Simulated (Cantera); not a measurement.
# Adiabatic ignition

An adiabatic, constant-pressure homogeneous reactor starts with 11.2 % CH4, 18.7 % O2, 70.1 % N2, at 1700 K and 19500 Torr.

Detailed kinetics in Cantera: GRI-Mech 3.0 (53 species, 325 reactions). The pressure lies above the range GRI-Mech 3.0 was tuned for (to about 10 atm). Above 3000 K some thermodynamic fits are extrapolated.

```tsv
t (s)	T (K)	x CH4	x O2	x O	x OH	x NO	x CO2	x C2H2
6.00e-6	1706	0.109	0.185	1.16e-6	4.52e-6	2.39e-11	5.74e-6	1.99e-7
2.29e-5	3092	2.44e-12	0.00516	0.00218	0.0148	0.00137	0.0468	<1e-12
8.77e-5	3075	2.93e-12	0.00423	0.00187	0.0136	0.00630	0.0457	<1e-12
0.000335	3074	2.97e-12	0.00416	0.00184	0.0135	0.00673	0.0456	<1e-12
0.00128	3074	2.97e-12	0.00416	0.00184	0.0135	0.00673	0.0456	<1e-12
0.00490	3074	2.97e-12	0.00416	0.00184	0.0135	0.00673	0.0456	<1e-12
0.0187	3074	2.97e-12	0.00416	0.00184	0.0135	0.00673	0.0456	<1e-12
0.0716	3074	2.97e-12	0.00416	0.00184	0.0135	0.00673	0.0456	<1e-12
0.274	3074	2.97e-12	0.00416	0.00184	0.0135	0.00673	0.0456	<1e-12
1.05	3074	2.97e-12	0.00416	0.00184	0.0135	0.00673	0.0456	<1e-12
4.00	3074	2.97e-12	0.00416	0.00184	0.0135	0.00673	0.0456	<1e-12
```
x: mole fraction; the columns are a selection and need not sum to one.

```json
{
  "time_of_steepest_temperature_rise": "16.6 µs",
  "temperature at 4.00 s": "3074 K",
  "equilibrium_temperature": "3074 K",
  "x(CH4) at 4.00 s": "2.97e-12 (gas-phase equilibrium 3.54e-12)",
  "x(O2) at 4.00 s": "0.00416 (gas-phase equilibrium 0.00416)",
  "x(O) at 4.00 s": "0.00184 (gas-phase equilibrium 0.00184)"
}
```
